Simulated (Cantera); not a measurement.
**Equilibrium for iron carbonyl, mercury and lead vapours: Hg + H2**

Charge: 1 mol Hg, 0.061 mol H2, at 0.100 bar.

Equilibrium computed with Cantera from the NASA thermochemical tables; the gas is ideal and each condensed phase is pure. Candidate condensed phases: Hg; 3 gas species. The numbers say what is thermodynamically allowed, not how fast it happens.

```tsv
T (K)	x Hg	x H2	x H	n Hg(l)
500	0.519	0.481	<1e-12	0.934
575	0.943	0.0575	<1e-12	0
650	0.943	0.0575	<1e-12	0
725	0.943	0.0575	<1e-12	0
800	0.943	0.0575	2.20e-12	0
875	0.943	0.0575	3.80e-11	0
950	0.943	0.0575	4.22e-10	0
1025	0.943	0.0575	3.30e-9	0
1100	0.943	0.0575	1.96e-8	0
1175	0.943	0.0575	9.29e-8	0
1250	0.943	0.0575	3.67e-7	0
```
x: gas mole fraction; n: condensed amount in mol.

At 500 K the condensed part is Hg(l). From 575 K to 1250 K nothing is condensed. The main Hg-bearing gas is Hg throughout.
